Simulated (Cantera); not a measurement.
An adiabatic, constant-volume homogeneous reactor starts with C3H8 : O2 : N2 : H2O = 1 : 3.12 : 8.75 : 3.8 (molar parts), equivalence ratio 1.6, at 1398 K and 0.490 bar. Integrator tolerance rtol = 1e-08.

Computed with Cantera and GRI-Mech 3.0 (53 species, 325 reactions). GRI-Mech 3.0 was tuned for natural gas; its chemistry of propane as a main component is partial and can be far from experiment.

Q: What does this change do: pressure from 0.490 bar to 1.01 bar?

A: 
```
quantity                                                              before                                      after
---------------------------------  -----------------------------------------  -----------------------------------------
time of steepest temperature rise                                   0.426 ms                                   0.281 ms
temperature at 1.00 s                                                 2725 K                                     2775 K
equilibrium temperature                                               2725 K                                     2775 K
x(C3H8) at 1.00 s                      <1e-12 (gas-phase equilibrium <1e-12)      <1e-12 (gas-phase equilibrium <1e-12)
x(O2) at 1.00 s                      0.00219 (gas-phase equilibrium 0.00219)    0.00163 (gas-phase equilibrium 0.00163)
x(H2O) at 1.00 s                         0.283 (gas-phase equilibrium 0.283)        0.287 (gas-phase equilibrium 0.287)
x(CH3) at 1.00 s                   1.59e-12 (gas-phase equilibrium 1.89e-12)  4.76e-12 (gas-phase equilibrium 5.61e-12)
x(C2H6) at 1.00 s                      <1e-12 (gas-phase equilibrium <1e-12)      <1e-12 (gas-phase equilibrium <1e-12)
```
